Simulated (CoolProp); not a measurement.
cis-2-butene at several states: fugacity coefficient from the reference equation and from simpler models built on Tc = 162.6 °C, pc = 42.36 bar, ω = 0.202; each cubic takes its own stable root.

Values from CoolProp's reference Helmholtz-energy equation of state, Lemmon 2005. It is a short technical equation, of lower accuracy than the large ones.

```json
[
 {"T (°C)": "43.45", "p (bar)": "9.05", "phase": "liquid", "reference": "0.3823"},
 {"T (°C)": "-94.15", "p (bar)": "153", "phase": "liquid", "reference": "2.739e-5"},
 {"T (°C)": "77.05", "p (bar)": "97", "phase": "liquid", "reference": "0.1038"},
 {"T (°C)": "110.05", "p (bar)": "8.63", "phase": "gas", "reference": "0.8929"},
 {"T (°C)": "126.15", "p (bar)": "14.2", "phase": "gas", "reference": "0.8466"}
]
```

Problem. How far does each simpler model (van der Waals, Redlich-Kwong, Soave-Redlich-Kwong, Peng-Robinson) lie from the reference over these 5 states: mean and median of the absolute difference, and the worst?

Solution. 
- van der Waals: mean 4553.9 %, median 104.0 %, worst +22532.3 % at -94.15 °C and 153 bar
- Redlich-Kwong: mean 36.4 %, median 25.6 %, worst +120.8 % at -94.15 °C and 153 bar
- Soave-Redlich-Kwong: mean 3.9 %, median 1.8 %, worst +11.4 % at -94.15 °C and 153 bar
- Peng-Robinson: mean 4.4 %, median 0.7 %, worst +19.4 % at -94.15 °C and 153 bar

At some of these states van der Waals gives the other phase, because its saturation line lies elsewhere.
